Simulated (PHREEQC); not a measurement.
Brine: an equilibrium model

Consider water at 25 °C with 4.3 mol/kgw KCl and 0.018 mol/kgw H3BO3. Closed to the air; pH follows from the charge balance.

Model: Pitzer model, pitzer.dat, run in PHREEQC.

Each row changes one thing in this solution. No solid was allowed to form.

| case | pH | B(OH)4- (mol/kgw) | B3O3(OH)4- (mol/kgw) |
|---|---|---|---|
| as made | 5.23 | 3.52e-6 | 3.83e-8 |
| H3BO3 from 0.018 to 0.0036 mol/kgw | 5.58 | 1.58e-6 | 6.82e-10 |
| KCl replaced by NaCl at the same molality | 4.78 | 4.70e-6 | 1.16e-7 |
| temperature from 25 to 20 °C | 5.22 | 3.45e-6 | 3.75e-8 |
| temperature from 25 to 80 °C | 5.24 | 4.30e-6 | 4.72e-8 |
| KCl from 4.3 to 0.86 mol/kgw | 5.42 | 4.71e-6 | 7.57e-8 |

Species that the database lacks are ignored. In brines, pH and single-ion activities rest on the MacInnes convention. At this temperature some constants are extrapolated from 25 °C, and those without enthalpy data are left unchanged.
